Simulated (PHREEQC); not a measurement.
A solution holds 0.049 mol NaH2PO4, 0.0038 mol Na2HPO4 and 0.0064 mol NaCl per kg of water, at 90 °C. Closed to the air; pH follows from the charge balance.

Model: ion-association model, phreeqc.dat, run in PHREEQC.

| quantity | before | after |
|---|---|---|
| pH | 5.63 | 5.84 |
| NaHPO4- (mol/kgw) | 0.000169 | 3.16e-6 |
| H3PO4 (mol/kgw) | 2.46e-5 | 1.78e-6 |

Q: Name the change that produced these shifts.
A. diluted 10-fold with water
B. NaCl from 0.0064 to 0.00704 mol/kgw
C. diluted 100-fold with water
D. temperature from 90 to 45 °C
E. NaCl replaced by HCl at the same molality

A: A, diluted 10-fold with water

This is a speciation only: nothing precipitates in the calculation. Constants without temperature data keep their 25 °C values here.
